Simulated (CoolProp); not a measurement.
A simple Rankine cycle with trans-2-butene: condensing at 317.15 K, boiler at 1.61 MPa, turbine inlet 381.6 K, turbine efficiency 0.75, pump efficiency 0.7, no recuperator. Each further row changes one setting.

Computed with CoolProp (reference Helmholtz-energy equation of state, Lemmon 2005). It is a short technical equation, of lower accuracy than the large ones.

| case | thermal efficiency (%) | net work (kJ/kg) | heat in (kJ/kg) | turbine exit temperature (K) | volume ratio over the turbine |
|---|---|---|---|---|---|
| as stated | 9.6 | 42.0 | 438 | 336.5 | 4.27 |
| turbine inlet 401.6 K | 9.6 | 46.7 | 485 | 359.3 | 4.12 |
| condensing temperature 309.15 K | 10.8 | 49.3 | 457 | 330.6 | 5.35 |
| boiler pressure 1.13 MPa | 7.5 | 34.3 | 458 | 351.4 | 2.82 |
| turbine efficiency 0.65 | 8.2 | 36.0 | 438 | 339.8 | 4.33 |
